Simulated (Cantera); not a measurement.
Input: 1 mol SiHCl₃, 16 mol NH₃, 1.6 mol H₂, equilibrated at 625 °C and 135 Torr.

Equilibrium computed with Cantera from the NASA thermochemical tables; the gas is ideal and each condensed phase is pure. Candidate condensed phases: NH₄Cl, Si, Si₃N₄; 28 gas species. Equilibrium is a limit: real reactors are often held back by kinetics, nucleation or transport.

Base state: H₂ 0.704, N₂ 0.210, HCl 0.0856, SiCl₄ 8.23e-5, NH₃ 6.00e-5 (mole fractions); condensed: Si₃N₄(s).

Task: What changes in the equilibrium state with this change: temperature from 625 °C to 1727 °C?

Result: 
| species | before | after |
|---|---|---|
| H₂ | 0.704 | 0.700 |
| N₂ | 0.210 | 0.224 |
| HCl | 0.0856 | 0.0593 |
| SiCl₂ | <1e-9 | 0.0120 |
| H | <1e-9 | 0.00321 |
| Si | <1e-9 | 0.000242 |
| SiCl | <1e-9 | 0.000216 |
| Cl | <1e-9 | 0.000202 |
| SiH₂ | <1e-9 | 7.44e-5 |
| Si₃N₄(s), mol | 0.332 | 0 |
| Si(l), mol | 0 | 0.544 |
The tables' values for SiCl, SiCl₃, SiN are old estimates; treat these amounts as uncertain. Gases not in the tables: Si₂H₆ and higher silanes.
